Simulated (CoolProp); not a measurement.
Values from CoolProp's reference Helmholtz-energy equation of state, Lemmon 2006. It is a short technical equation, of lower accuracy than the large ones.

Give the vapour pressure (kPa), vapour density (kg/m³), enthalpy of vaporisation (kJ/kg), liquid cp (kJ/(kg K)) of saturated carbonyl sulfide at -12.95, 5.55 °C.


```json
[
 {"T (°C)": "-12.95", "p (kPa)": "434", "vapour density (kg/m³)": "13.1", "enthalpy of vaporisation (kJ/kg)": "281", "liquid cp (kJ/(kg K))": "1.24"},
 {"T (°C)": "5.55", "p (kPa)": "764", "vapour density (kg/m³)": "22.4", "enthalpy of vaporisation (kJ/kg)": "265", "liquid cp (kJ/(kg K))": "1.29"}
]
```
